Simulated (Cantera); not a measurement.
A closed system holds: 1 mol SiHCl3, 0.0061 mol Cl2, 23 mol H2, equilibrated at 1675 K and 7.30 mbar.

Cantera equilibrium calculation (NASA polynomials, part measured and part estimated; ideal gas, pure solids and liquids). The tables' values for SiCl3, SiCl are old estimates; treat these amounts as uncertain. Gases not in the tables: Si2H6 and higher silanes. Rates play no part.

```json
[
 {"species": "H2", "before": "0.901", "after": "0.943"},
 {"species": "HCl", "before": "0.0749", "after": "0.0315"},
 {"species": "SiCl4", "before": "1.77e-6", "after": "0.0176"},
 {"species": "SiCl2", "before": "0.0224", "after": "0.00187"},
 {"species": "SiCl", "before": "7.69e-5", "after": "<1e-9"},
 {"species": "Si", "before": "5.94e-5", "after": "<1e-9"},
 {"species": "Cl", "before": "8.37e-5", "after": "1.45e-9"},
 {"species": "H", "before": "0.00129", "after": "4.71e-8"},
 {"species": "SiH2", "before": "1.01e-5", "after": "<1e-9"},
 {"species": "SiHCl3", "before": "3.83e-6", "after": "0.00447"},
 {"species": "Si(s), mol", "before": "0.431", "after": "0.380"}
]
```
Gas species are given as mole fractions.

Question: What was changed between the two runs?
A. temperature from 1675 K to 1023 K
B. temperature from 1675 K to 1250 K
C. Cl2 from 0.0061 to 0.49 mol
D. H2 from 23 to 780 mol

Answer: A, temperature from 1675 K to 1023 K. The tables' values for SiCl3 are old estimates; treat these amounts as uncertain
